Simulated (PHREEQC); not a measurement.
A made-up water analysis in mg/L, 5 °C, pH 6.03, pe 9.2:

| constituent | mg/L |
|---|---|
| Na | 0.0272 |
| K | 0.00805 |
| Ca | 0.0214 |
| Mg | 0.00133 |
| Cl | 0.0442 |
| S(6) as SO4 | 0.00974 |
| Alkalinity as HCO3 | 0.0706 |
| N(5) as NO3 | 4.37e-05 |

Valence states are taken as typed.

Equilibrium calculation in PHREEQC: ion-association model, phreeqc.dat.

No solid was allowed to form.

Question: What ionic strength, charge-balance error does the model give?

Answer: ionic strength 4.21e-6 mol/kgw; charge-balance error -0.6 %.

Question: In which forms is C present?

Answer: CO2 75 %, HCO3- 25 % of the C.

At this temperature some constants are extrapolated from 25 °C, and those without enthalpy data are left unchanged.
